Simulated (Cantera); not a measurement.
## Adiabatic ignition

An adiabatic, constant-volume homogeneous reactor starts with CO : H2 : CH4 : O2 : N2 : H2O = 1 : 0.056 : 0.83 : 1.82 : 6.86 : 0.3 (molar parts), at 1050 K and 10.0 bar.

Model: GRI-Mech 3.0 (53 species, 325 reactions), integrated in Cantera.

| t (s) | T (K) | P (bar) | x CO | x H2 | x CH4 | x CO2 | x C2H6 |
|---|---|---|---|---|---|---|---|
| 2.00e-6 | 1050 | 10.0 | 0.0920 | 0.00515 | 0.0764 | 1.15e-9 | <1e-12 |
| 5.22e-6 | 1050 | 10.0 | 0.0920 | 0.00515 | 0.0764 | 3.12e-9 | <1e-12 |
| 1.36e-5 | 1050 | 10.0 | 0.0920 | 0.00515 | 0.0764 | 8.71e-9 | 1.35e-12 |
| 3.56e-5 | 1050 | 10.0 | 0.0920 | 0.00515 | 0.0764 | 2.67e-8 | 2.43e-11 |
| 9.28e-5 | 1050 | 10.0 | 0.0920 | 0.00515 | 0.0764 | 1.00e-7 | 4.47e-10 |
| 0.000242 | 1050 | 10.0 | 0.0920 | 0.00515 | 0.0764 | 5.06e-7 | 9.01e-9 |
| 0.000632 | 1050 | 10.0 | 0.0920 | 0.00515 | 0.0764 | 3.43e-6 | 2.08e-7 |
| 0.00165 | 1050 | 10.0 | 0.0920 | 0.00514 | 0.0764 | 2.25e-5 | 2.94e-6 |
| 0.00431 | 1052 | 10.0 | 0.0919 | 0.00510 | 0.0763 | 9.60e-5 | 1.61e-5 |
| 0.0112 | 1058 | 10.1 | 0.0917 | 0.00496 | 0.0761 | 0.000371 | 6.81e-5 |
| 0.0294 | 2941 | 28.0 | 0.0712 | 0.0164 | 1.01e-12 | 0.0970 | <1e-12 |
| 0.0766 | 2940 | 28.0 | 0.0713 | 0.0164 | 1.02e-12 | 0.0970 | <1e-12 |
| 0.200 | 2940 | 28.0 | 0.0713 | 0.0164 | 1.02e-12 | 0.0970 | <1e-12 |
x: mole fraction; the columns are a selection and need not sum to one.

- time of steepest temperature rise: 29.1 ms
- temperature at 0.200 s: 2940 K
- equilibrium temperature: 2940 K
- x(CO) at 0.200 s: 0.0713 (gas-phase equilibrium 0.0713)
- x(H2) at 0.200 s: 0.0164 (gas-phase equilibrium 0.0164)
- x(CH4) at 0.200 s: 1.02e-12 (gas-phase equilibrium 1.21e-12)
